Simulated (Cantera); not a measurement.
Cantera run, input and output.

```python
import numpy as np
import cantera as ct

gas = ct.Solution("h2o2.yaml")
gas.TPX = 1075, 680, {'H2': 0.0069, 'O2': 1}
reactor = ct.IdealGasConstPressureReactor(gas, energy="off", clone=False)
net = ct.ReactorNet([reactor])
net.rtol, net.atol = 1e-08, 1e-18
show = ['H2', 'O2', 'O', 'H2O2', 'OH', 'H2O', 'H']
times = np.geomspace(0.0008, 90, 12)

steps = ct.SolutionArray(gas, extra=["t"])
rows = []
print(f"{'t/s':>10s}{'T/K':>9s}{'P/Pa':>11s}" + "".join(f"{s:>11s}" for s in show))
for t in times:
    while net.time < t:
        t_next = net.step()
        steps.append(gas.state, t=t_next)
    rows.append([np.interp(t, steps.t, y) for y in (steps.T, steps.P, *steps(*show).X.T)])
    print(f"{t:10.3e}{rows[-1][0]:9.1f}{rows[-1][1]:11.4g}" + "".join(f"{x:11.3e}" for x in rows[-1][2:]))
rate = np.gradient(steps.T, steps.t)
print("integrator steps:", len(steps.t))
if steps.T.max() > steps.T[0] + 200:
    print(f"time of steepest temperature rise: {steps.t[rate.argmax()]:.4e} s")
gas.TPX = 1075, 680, {'H2': 0.0069, 'O2': 1}
gas.equilibrate("TP")
print(f"equilibrium (TP): T = {gas.T:.1f} K  " + "  ".join(f"{s} {gas[s].X[0]:.3e}" for s in show))
```

Output:

```
       t/s      T/K       P/Pa         H2         O2          O       H2O2         OH        H2O          H
 8.000e-04   1075.0        680  6.853e-03  9.931e-01  1.690e-10  6.140e-15  1.454e-10  4.142e-11  5.325e-11
 2.303e-03   1075.0        680  6.853e-03  9.931e-01  9.014e-10  5.091e-14  6.444e-10  5.160e-10  1.335e-10
 6.630e-03   1075.0        680  6.853e-03  9.931e-01  1.099e-08  4.242e-13  6.766e-09  1.067e-08  1.139e-09
 1.908e-02   1075.0        680  6.847e-03  9.931e-01  3.897e-06  6.825e-12  2.347e-06  4.297e-06  3.872e-07
 5.494e-02   1075.0        680  1.110e-04  9.873e-01  5.375e-03  1.539e-08  5.217e-04  6.281e-03  4.029e-04
 1.581e-01   1075.0        680  1.829e-05  9.882e-01  4.638e-03  6.874e-09  3.214e-04  6.573e-03  2.120e-04
 4.553e-01   1075.0        680  1.125e-05  9.901e-01  2.832e-03  6.798e-09  2.524e-04  6.677e-03  1.014e-04
 1.311e+00   1075.0        680  4.178e-06  9.920e-01  1.050e-03  6.305e-09  1.544e-04  6.779e-03  2.295e-05
 3.773e+00   1075.0        680  9.098e-07  9.929e-01  2.309e-04  4.819e-09  7.265e-05  6.837e-03  2.374e-06
 1.086e+01   1075.0        680  1.482e-07  9.931e-01  3.821e-05  2.500e-09  2.964e-05  6.861e-03  1.603e-07
 3.126e+01   1075.0        680  2.390e-08  9.931e-01  6.246e-06  8.278e-10  1.201e-05  6.870e-03  1.062e-08
 9.000e+01   1075.0        680  4.508e-09  9.931e-01  1.192e-06  2.196e-10  5.254e-06  6.874e-03  8.863e-10
integrator steps: 1744
equilibrium (TP): T = 1075.0 K  H2 5.902e-11  O2 9.931e-01  O 1.595e-08  H2O2 3.892e-12  OH 6.075e-07  H2O 6.876e-03  H 1.376e-12
```

Model: the H2/O2 subset of GRI-Mech 3.0, which has no nitrogen chemistry, integrated in Cantera. Radical loss at walls, strong at low pressure, is not modelled.
